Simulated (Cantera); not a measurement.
Thermodynamics of silicon etching in halogen gases, feed Si + HBr

Feed: 1 mol Si, a varied amount of HBr, equilibrated at 875 K and 100 Torr.

Equilibrium computed with Cantera from the NASA thermochemical tables; the gas is ideal and each condensed phase is pure. Candidate condensed phases: Br2, Si; 19 gas species. The tables' values for SiBr3 are old estimates; treat these amounts as uncertain. Kinetics and transport are ignored.

From 1.2 mol HBr to 3.9 mol HBr the condensed part is Si(s). From 4.8 mol HBr to 11 mol HBr nothing is condensed. The main Si-bearing gas is SiBr4 throughout.

```csv
n(HBr) (mol),log p HBr,log p H2,log p SiBr4,log p SiHBr3,log p SiH2Br2,log p SiBr3,n Si(s)
1.2,-2.75,-1.06,-1.38,-2.60,-4.15,-4.41,0.698
1.4,-2.75,-1.06,-1.38,-2.60,-4.15,-4.41,0.648
1.7,-2.75,-1.06,-1.38,-2.60,-4.15,-4.41,0.573
2.1,-2.75,-1.06,-1.38,-2.60,-4.15,-4.41,0.472
2.6,-2.75,-1.06,-1.38,-2.60,-4.15,-4.41,0.346
3.2,-2.75,-1.06,-1.38,-2.60,-4.15,-4.41,0.196
3.9,-2.75,-1.06,-1.38,-2.60,-4.15,-4.41,0.0196
4.8,-1.55,-1.15,-1.46,-3.97,-6.81,-5.73,0
5.9,-1.29,-1.26,-1.57,-4.45,-7.67,-6.16,0
7.2,-1.16,-1.37,-1.67,-4.78,-8.23,-6.44,0
8.9,-1.08,-1.47,-1.77,-5.07,-8.70,-6.68,0
11,-1.03,-1.57,-1.88,-5.33,-9.11,-6.88,0
```
log p: log10 of the partial pressure in bar; n: condensed amount in mol.
